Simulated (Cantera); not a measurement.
## Counterflow diffusion flame

A counterflow diffusion flame at 1.00 atm, nozzles 20 mm apart: fuel side CH₄ : CO = 1 : 0.63 (molar parts) at 325 K, oxidiser side O₂ : N₂ = 0.2 : 0.8 (molar parts) at 625 K, fuel mass flux 1.1 times the oxidiser's; mixture-averaged transport, no radiation.

Cantera simulation using GRI-Mech 3.0 (53 species, 325 reactions); the numbers are that mechanism's predictions, not measurements. GRI-Mech 3.0 has no aromatics or soot, which form on the fuel side of real flames. The maximum strain rate includes the flame's own expansion and is several times the mean.

| oxidiser flux (kg/m²/s) | max strain (1/s) | mean strain (1/s) | T max (K) | peak x OH | peak x H | peak x NO | peak x CO | peak x C₂H₂ |
|---|---|---|---|---|---|---|---|---|
| 0.25 | 191 | 40.0 | 2127 | 0.00783 | 0.00426 | 0.000279 | 0.387 | 0.0106 |
| 0.35 | 258 | 56.0 | 2111 | 0.00782 | 0.00449 | 0.000258 | 0.387 | 0.00995 |
| 0.47 | 337 | 75.2 | 2098 | 0.00777 | 0.00469 | 0.000238 | 0.387 | 0.00940 |
| 0.64 | 449 | 102 | 2084 | 0.00772 | 0.00491 | 0.000215 | 0.387 | 0.00893 |
| 0.88 | 604 | 141 | 2069 | 0.00762 | 0.00511 | 0.000190 | 0.387 | 0.00841 |
| 1.2 | 807 | 192 | 2051 | 0.00745 | 0.00527 | 0.000162 | 0.387 | 0.00783 |
| 1.6 | 1060 | 256 | 2031 | 0.00722 | 0.00536 | 0.000135 | 0.387 | 0.00719 |
| 2.2 | 1430 | 352 | 2005 | 0.00684 | 0.00536 | 0.000103 | 0.387 | 0.00633 |
x: mole fraction; the columns are a selection and need not sum to one.
